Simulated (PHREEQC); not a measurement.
Solution (25 °C): 84 mmol/kgw NaHCO3, 49 mmol/kgw NaOH and 0.12 mmol/kgw KCl. Closed to the air; pH follows from the charge balance.

The numbers come from PHREEQC with the ion-association model, wateq4f.dat.

Each row changes one thing in this solution. Precipitation was switched off in this run.

| case | pH | ionic strength (mol/kgw) | Na+ (mol/kgw) | HCO3- (mol/kgw) | CO3-2 (mol/kgw) | NaCO3- (mol/kgw) | SI of Nahcolite (NaHCO3) | SI of Natron (Na2CO3:10H2O) |
|---|---|---|---|---|---|---|---|---|
| as made | 9.91 | 0.140 | 0.111 | 0.0339 | 0.0285 | 0.0204 | -2.11 | -2.85 |
| KCl left out | 9.91 | 0.140 | 0.111 | 0.0339 | 0.0285 | 0.0204 | -2.11 | -2.85 |
| KCl from 0.00012 to 1.2e-05 mol/kgw | 9.91 | 0.140 | 0.111 | 0.0339 | 0.0285 | 0.0204 | -2.11 | -2.85 |
| KCl from 0.00012 to 0.00024 mol/kgw | 9.91 | 0.140 | 0.111 | 0.0339 | 0.0285 | 0.0204 | -2.11 | -2.85 |
| NaOH replaced by Na2SeO3 at the same molality | 8.76 | 0.219 | 0.174 | 0.0709 | 0.00469 | 0.00456 | -1.62 | -3.34 |
| diluted 10-fold with water | 10.22 | ___ | 0.0127 | 0.00367 | 0.00412 | ___ | -3.89 | -5.19 |
| 0.0059 mol/kgw NaF added | 9.90 | 0.145 | 0.117 | 0.0338 | 0.0281 | 0.0208 | -2.09 | -2.82 |
| NaOH from 0.049 to 0.0539 mol/kgw | 10.01 | 0.145 | 0.114 | 0.0292 | 0.0312 | ___ | -2.16 | -2.80 |

### Question
Complete the blanks.

### Answer

- diluted 10-fold with water, ionic strength (mol/kgw): 0.0168
- diluted 10-fold with water, NaCO3- (mol/kgw): 0.000591
- NaOH from 0.049 to 0.0539 mol/kgw, NaCO3- (mol/kgw): 0.0226

Complexes and solids missing from the database can't appear.
